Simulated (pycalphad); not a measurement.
Computed with pycalphad from the COST 507 light-alloy database (1999), at 1 atm. The database dates from 1999; later assessments differ in places, in temperatures and in the compounds included. Phase fractions are per mole of atoms. Kinetics are ignored, which matters at the lower temperatures.

Task: Give the equilibrium state of Al-0.6861Si-1.156C (wt.%) at 1027 °C.

Result: liquid, fraction 0.940, with 0.72 Si, <0.01 C wt.%; AL4C3, fraction 0.060, with 0.03 Si, 25.0 C wt.%.

Task: Give the equilibrium state of Al-0.6861Si-1.156C (wt.%) at 227 °C.

Result: 
```
T = 500.00 K, P = 101325 Pa, N = 1 mol of atoms
G = -17030 J/mol, H = 3135 J/mol, S = 40.33 J/(mol K)  (SER reference)
chemical potentials (J/mol): Al -15579, Si -10615, C -73517
phase             fraction      x(Al)      x(Si)       x(C)
FCC_A1              0.9388     0.9999   0.000131      1e-14
AL8SIC7             0.0585     0.5000     0.0625     0.4375
DIAMOND_A4          0.0027   1.22e-11     1.0000      1e-14
```

Database names, with the compositions (at.%) that they take in these runs: AL4C3: Al 57 C 43; AL8SIC7: Al 50 C 44 Si 6. FCC_A1 is fcc; DIAMOND_A4 is diamond (Si).
